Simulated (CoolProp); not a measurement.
A closed Brayton cycle with dry air: compressor inlet 324.15 K and 4.9 MPa, high pressure 10.9 MPa, turbine inlet 625 K, compressor efficiency 0.85, turbine efficiency 0.93, recuperator effectiveness 0.8 (on enthalpy, no pinch check). Each further row changes one setting.

The numbers come from the reference Helmholtz-energy equation of state, Lemmon 2000 in CoolProp. It is a pseudo-pure fit of the blend.

| case | thermal efficiency (%) | net work (kJ/kg) | compressor to turbine work | compressor exit (K) | turbine exit (K) |
|---|---|---|---|---|---|
| as stated | 15.9 | 23.2 | 0.81 | 422.8 | 509.3 |
| turbine inlet 575 K | 10.3 | 13.1 | 0.88 | 422.8 | 467.4 |
| compressor inlet 334.15 K | 14.0 | 19.9 | 0.84 | 435.7 | 509.3 |
| high pressure 9.27 MPa | 17.2 | 22.6 | 0.77 | 401.0 | 531.0 |
| recuperator effectiveness 0.5 | 13.4 | 23.2 | 0.81 | 422.8 | 509.3 |
